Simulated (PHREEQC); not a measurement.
Solution (25 °C): 0.0049 mol KH2PO4 and 6.5e-05 mol Na2HPO4 per kg of water. Closed to the air; pH follows from the charge balance.

All values are PHREEQC results (ion-association model, phreeqc.dat), not measurements.

Each row changes one thing in this solution. Precipitation was switched off in this run.

| case | pH | ionic strength (mol/kgw) | HPO4-2 (mol/kgw) | NaHPO4- (mol/kgw) |
|---|---|---|---|---|
| as made | 5.29 | 0.00511 | 7.35e-5 | 1.38e-8 |
| diluted 10-fold with water | 5.49 | 0.000516 | 1.00e-5 | 2.30e-10 |
| Na2HPO4 replaced by NaBF4 at the same molality | 4.01 | 0.00507 | 3.87e-6 | 3.63e-10 |
| 0.00023 mol/kgw MgCl2 added | 5.25 | 0.00573 | 6.87e-5 | 1.27e-8 |
| diluted 2-fold with water | 5.34 | 0.00256 | 3.88e-5 | 3.94e-9 |
| KH2PO4 replaced by KNO3 at the same molality | 8.43 | 0.00509 | 6.16e-5 | 1.15e-8 |
| KH2PO4 left out | 8.48 | 0.000192 | 6.18e-5 | 1.47e-8 |
| KH2PO4 replaced by NaH2PO4 at the same molality | 5.29 | 0.00511 | 7.35e-5 | 5.33e-7 |
| Na2HPO4 from 6.5e-05 to 5.85e-05 mol/kgw | 5.25 | 0.00509 | 6.78e-5 | 1.14e-8 |

Complexes and solids missing from the database can't appear. Real BF4- forms and hydrolyses slowly; the run takes it at equilibrium.
